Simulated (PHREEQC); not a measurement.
# Ultrapure water in contact with air or piping: speciation

Synthetic water in mg/kgw, 20 °C, pH 7, pe 0.3:

```tsv
constituent	mg/kgw
Na	0.00375
K	8.87e-05
Ca	0.0467
Mg	0.00446
Cl	0.0184
S(6) as SO4	0.0142
Alkalinity as HCO3	0.123
Si as SiO2	0.00191
F	0.00118
Li	1.29e-05
Fe(2)	1.84e-05
Br	0.00459
Ba	0.000125
```

Valence states are taken as typed.

Model: ion-association model, wateq4f.dat, run in PHREEQC.

Each row changes one thing in this solution. Precipitation was switched off in this run.

| case | ionic strength (mol/kgw) | HCO3- (mol/kgw) | CO2 (mol/kgw) | CO3-2 (mol/kgw) | CaSO4 (mol/kgw) | CaHCO3+ (mol/kgw) | SI of Quartz (SiO2) |
|---|---|---|---|---|---|---|---|
| as made | 4.51e-6 | 2.05e-6 | 4.92e-7 | 8.68e-10 | 3.21e-11 | 2.77e-11 | -3.44 |
| all concentrations times 2 at the same typed pH | 8.91e-6 | [?] | 9.75e-7 | 1.73e-9 | 1.27e-10 | 1.09e-10 | [?] |
| pH from 7 to 6 at the same alkalinity | 5.41e-6 | 3.01e-6 | 7.24e-6 | 1.28e-10 | 3.21e-11 | [?] | -3.44 |
| pH from 7 to 7.5 at the same alkalinity | 4.44e-6 | 1.83e-6 | 1.39e-7 | [?] | 3.21e-11 | 2.47e-11 | -3.44 |
| Br from 0.00459 to 0.00918 mg/kgw | 4.54e-6 | 2.05e-6 | 4.92e-7 | 8.68e-10 | 3.21e-11 | 2.77e-11 | -3.44 |

Some entries are withheld; supply them.


- all concentrations times 2 at the same typed pH, HCO3- (mol/kgw): 4.06e-6
- all concentrations times 2 at the same typed pH, SI of Quartz (SiO2): -3.14
- pH from 7 to 6 at the same alkalinity, CaHCO3+ (mol/kgw): 4.07e-11
- pH from 7 to 7.5 at the same alkalinity, CO3-2 (mol/kgw): 2.45e-9

SiF6-2 is the database's only silicon fluoride. Fluoro complexes past AlF4- and FeF3 are missing from the database.
